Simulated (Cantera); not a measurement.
# Transport properties of process gases

Gas mixture: NH3 : N2 : C2H2 = 0.31 : 0.53 : 0.62 (molar parts), at 9.87 atm, frozen composition.

Cantera's kinetic-theory transport with the Lennard-Jones parameters of GRI-Mech 3.0, ideal gas; thermal conductivity in the multicomponent form. Polar gases are described roughly by these parameters. The composition is frozen, though it would react at the higher temperatures.

```
T (K)  ρ (kg/m³)  cp (J/kg/K)  μ (µPa s)  λ (mW/m/K)     Pr  D (cm²/s) OH  D (cm²/s) H2O  D (cm²/s) CH4
-----  ---------  -----------  ---------  ----------  -----  ------------  -------------  -------------
400         7.47         1618       16.5        36.8  0.726        0.0491         0.0346         0.0345
500         5.98         1727       19.8        47.2  0.725        0.0725         0.0534         0.0514
600         4.98         1820       22.9        57.4  0.724        0.0992         0.0756         0.0709
700         4.27         1904       25.7        67.6  0.724         0.129          0.101         0.0927
800         3.73         1981       28.4        77.8  0.723         0.162          0.129          0.117
900         3.32         2054       30.9        87.9  0.723         0.197          0.160          0.143
1000        2.99         2123       33.3        98.0  0.722         0.236          0.193          0.171
1100        2.72         2183       35.7         108  0.722         0.276          0.229          0.200
```
D: mixture-averaged diffusion coefficient of that species in the mixture.
